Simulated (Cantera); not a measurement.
Input: 1 mol Fe, 0.0028 mol O₂, 1.1 mol CO, 0.16 mol H₂O, held at 52.0 Pa.

These are equilibrium values from Cantera (NASA tables, ideal gas, pure condensed phases), not measurements of a reactor. Candidate condensed phases: C, C₆H₆, C₇H₈, C₈H₁₈, Fe, Fe(CO)₅, FeO, Fe(OH)₂, Fe(OH)₃, Fe₂O₃, Fe₃O₄, H₂O; 114 gas species. Equilibrium is a limit: real reactors are often held back by kinetics, nucleation or transport. All values below are at 2073 K.

Base state: CO 0.435, Fe 0.432, CO₂ 0.0456, H₂ 0.0384, H 0.0226, H₂O 0.0195, FeO 0.00517, OH 0.00131 (mole fractions); condensed: gas only.

Task: What changes in the equilibrium state with this change: CO from 1.1 to 95 mol?

Result: 
```csv
species,before,after
CO,0.435,0.985
Fe,0.432,0.0104
H,0.0226,0.00243
CO₂,0.0456,0.00170
H₂O,0.0195,3.71e-6
H₂,0.0384,0.000443
O₂,0.000120,3.26e-8
FeO,0.00517,2.05e-6
OH,0.00131,2.31e-6
O,0.000551,9.10e-6
```
